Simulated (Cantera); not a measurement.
A Cantera script and its output.

```python
import numpy as np
import cantera as ct

gas = ct.Solution("h2o2.yaml")
gas.TPX = 1150, 2666, {'H2': 0.01, 'O2': 3}
reactor = ct.IdealGasConstPressureReactor(gas, energy="off", clone=False)
net = ct.ReactorNet([reactor])
net.rtol, net.atol = 1e-08, 1e-18
show = ['H2', 'O2', 'OH', 'HO2', 'H2O2']
times = np.geomspace(4e-05, 4, 10)

steps = ct.SolutionArray(gas, extra=["t"])
rows = []
print(f"{'t/s':>10s}{'T/K':>9s}{'P/Pa':>11s}" + "".join(f"{s:>11s}" for s in show))
for t in times:
    while net.time < t:
        t_next = net.step()
        steps.append(gas.state, t=t_next)
    rows.append([np.interp(t, steps.t, y) for y in (steps.T, steps.P, *steps(*show).X.T)])
    print(f"{t:10.3e}{rows[-1][0]:9.1f}{rows[-1][1]:11.4g}" + "".join(f"{x:11.3e}" for x in rows[-1][2:]))
rate = np.gradient(steps.T, steps.t)
print("integrator steps:", len(steps.t))
if steps.T.max() > steps.T[0] + 200:
    print(f"time of steepest temperature rise: {steps.t[rate.argmax()]:.4e} s")
gas.TPX = 1150, 2666, {'H2': 0.01, 'O2': 3}
gas.equilibrate("TP")
print(f"equilibrium (TP): T = {gas.T:.1f} K  " + "  ".join(f"{s} {gas[s].X[0]:.3e}" for s in show))
```

It prints:

```
       t/s      T/K       P/Pa         H2         O2         OH        HO2       H2O2
 4.000e-05   1150.0       2666  3.322e-03  9.967e-01  4.320e-11  9.091e-11  6.200e-16
 1.438e-04   1150.0       2666  3.322e-03  9.967e-01  2.659e-10  3.276e-10  8.013e-15
 5.166e-04   1150.0       2666  3.322e-03  9.967e-01  1.314e-09  1.182e-09  1.031e-13
 1.857e-03   1150.0       2666  3.322e-03  9.967e-01  1.186e-08  4.348e-09  1.315e-12
 6.672e-03   1150.0       2666  3.314e-03  9.967e-01  3.889e-06  6.771e-08  3.458e-11
 2.398e-02   1150.0       2666  9.673e-06  9.940e-01  2.329e-04  8.164e-07  1.508e-08
 8.618e-02   1150.0       2666  2.958e-06  9.950e-01  1.671e-04  5.882e-07  1.199e-08
 3.097e-01   1150.0       2666  8.901e-07  9.962e-01  9.245e-05  3.095e-07  9.451e-09
 1.113e+00   1150.0       2666  1.314e-07  9.966e-01  3.616e-05  9.765e-08  4.328e-09
 4.000e+00   1150.0       2666  1.486e-08  9.967e-01  1.239e-05  2.023e-08  9.339e-10
integrator steps: 1361
equilibrium (TP): T = 1150.0 K  H2 8.827e-11  O2 9.967e-01  OH 9.847e-07  HO2 1.779e-09  H2O2 8.147e-12
```

Cantera simulation using the H2/O2 subset of GRI-Mech 3.0, which has no nitrogen chemistry; the numbers are that mechanism's predictions, not measurements. Radical loss at walls, strong at low pressure, is not modelled.
